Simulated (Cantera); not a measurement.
Thermodynamics of tantalum, niobium, vanadium and zirconium in process gases, feed Ta(OEt)5 + O2 + H2

A closed system holds: 1 mol Ta(OEt)5, 2 mol O2, 230 mol H2, equilibrated at 2173.15 K and 2.60 Pa.

Method: chemical equilibrium by Gibbs-energy minimisation in Cantera with the NASA 1993 tables (ideal gas, pure condensed phases). Candidate condensed phases: C, C6H6, C7H8, C8H18, H2O, Ta, TaC, Ta2O5; 113 gas species. The feed counts by its element totals alone. TaC: taken at fixed stoichiometry. Condensed phases not in the tables: Ta2C. Equilibrium is a limit: real reactors are often held back by kinetics, nucleation or transport.

```yaml
x(H): 0.589
x(H2): 0.386
x(CO): 0.0253
n(TaC(s)): 1.000 mol
gas_amount: 356.4 mol
log10 activity of Ta(s) (absent): -0.88
log10 activity of C(graphite) (absent): -2.49
log10 activity of Ta2O5(l) (absent): -28.89
```
